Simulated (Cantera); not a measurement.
## Pyrogenic steam for wet oxidation

A perfectly stirred reactor is fed with 11.0 % H2, 6.85 % O2, 82.2 % N2, at 0.630 bar; it is held at 1300 K, and followed from long to short residence time.

Model: GRI-Mech 3.0 (53 species, 325 reactions), integrated in Cantera. The temperature is held fixed by assumption; the heat of reaction is taken as removed at once.

```csv
τ (s),x H2,x O2,x NO,x O,x H
16,2.25e-5,0.0145,1.27e-6,3.35e-6,7.72e-7
4.8,5.03e-5,0.0145,1.15e-6,7.55e-6,2.56e-6
1.4,0.000114,0.0145,9.10e-7,1.75e-5,8.76e-6
0.43,0.000249,0.0145,7.79e-7,3.91e-5,2.84e-5
0.13,0.000542,0.0146,8.84e-7,8.82e-5,9.24e-5
0.039,0.00116,0.0149,1.38e-6,0.000197,0.000297
0.012,0.00237,0.0155,2.44e-6,0.000423,0.000895
0.0036,0.00466,0.0167,4.24e-6,0.000892,0.00257
0.0011,0.00846,0.0189,6.33e-6,0.00177,0.00646
```
x: mole fraction; the columns are a selection and need not sum to one.
